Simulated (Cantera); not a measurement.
Input (Python, Cantera) and output of one run.

```python
import numpy as np
import cantera as ct

gas_names = """
    CL CL2 H HCL H2 Si SiCL SiCL2 SiCL3 SiCL4 SiH SiHCL3 SiH2 SiH2CL2 SiH3 SiH3CL SiH4 Si2 Si3
""".split()
cond_names = """
    Si(cr) Si(L)
""".split()


# ... load() reads the species with a 1 bar reference pressure and builds the phases ...
atoms = {
    'Si2H6': {'Si': 2, 'H': 6},
    'HCl': {'H': 1, 'CL': 1},
    'H2': {'H': 2},
}
top_T = {}  # K; cautious upper limits of use, not melting points


# ... equilibrate(T, P, feed) seeds the gas with the atoms and calls Mixture.equilibrate('TP', solver="vcs", rtol=1e-11, max_steps=5000) ...
results = []
feed = {'Si2H6': 1, 'HCl': 4.4, 'H2': 580}  # mol
P = 1800  # Pa
for T in [1400, 1450, 1500, 1550, 1600, 1650, 1700, 1750]:
    mix = equilibrate(T, P, feed)
    results.append((T, P, feed, dict(zip(mix.species_names, mix.species_moles))))
    x = sorted(zip(gas.X, gas.species_names), reverse=True)
    print(f"T = {T:g} K  P = {P:g} Pa  gas = {mix.phase_moles(0):.4g} mol")
    print("   x: " + "  ".join(f"{s} {v:.3e}" for v, s in x if v > 1e-06))
    print("   condensed (mol): " + ("  ".join(f"{mix.phase(i).name} {mix.phase_moles(i):.4g}"
          for i in range(1, mix.n_phases) if mix.phase_moles(i) > 1e-12) or "none"))
```

Output:

```
T = 1400 K  P = 1800 Pa  gas = 587.4 mol
   x: H2 9.926e-01  HCL 7.180e-03  SiCL2 1.533e-04  H 3.612e-05
   condensed (mol): Si(cr) 1.909
T = 1450 K  P = 1800 Pa  gas = 587.4 mol
   x: H2 9.926e-01  HCL 7.168e-03  SiCL2 1.597e-04  H 7.023e-05
   condensed (mol): Si(cr) 1.905
T = 1500 K  P = 1800 Pa  gas = 587.4 mol
   x: H2 9.925e-01  HCL 7.156e-03  SiCL2 1.657e-04  H 1.307e-04  SiH2 1.487e-06
   condensed (mol): Si(cr) 1.901
T = 1550 K  P = 1800 Pa  gas = 587.5 mol
   x: H2 9.924e-01  HCL 7.144e-03  H 2.339e-04  SiCL2 1.714e-04  SiH2 2.772e-06  Si 1.846e-06  CL 1.344e-06
   condensed (mol): Si(cr) 1.895
T = 1600 K  P = 1800 Pa  gas = 587.5 mol
   x: H2 9.923e-01  HCL 7.131e-03  H 4.037e-04  SiCL2 1.767e-04  Si 5.417e-06  SiH2 4.967e-06  CL 2.294e-06  SiCL 1.708e-06  SiH 1.577e-06
   condensed (mol): Si(cr) 1.888
T = 1650 K  P = 1800 Pa  gas = 587.6 mol
   x: H2 9.920e-01  HCL 7.117e-03  H 6.744e-04  SiCL2 1.816e-04  Si 1.488e-05  SiH2 8.588e-06  CL 3.793e-06  SiH 3.633e-06  SiCL 3.258e-06
   condensed (mol): Si(cr) 1.875
T = 1700 K  P = 1800 Pa  gas = 587.7 mol
   x: H2 9.915e-01  HCL 7.109e-03  H 1.094e-03  SiCL2 1.826e-04  Si 3.770e-05  SiH2 1.407e-05  SiH 7.793e-06  CL 6.096e-06  SiCL 5.855e-06
   condensed (mol): Si(L) 1.854
T = 1750 K  P = 1800 Pa  gas = 588 mol
   x: H2 9.908e-01  HCL 7.124e-03  H 1.726e-03  SiCL2 1.702e-04  Si 8.339e-05  SiH2 2.064e-05  SiH 1.473e-05  CL 9.569e-06  SiCL 9.404e-06
   condensed (mol): Si(L) 1.824
```

Cantera equilibrium calculation (NASA polynomials, part measured and part estimated; ideal gas, pure solids and liquids). The feed counts by its element totals alone. Gases not in the tables: Si2H6 and higher silanes.
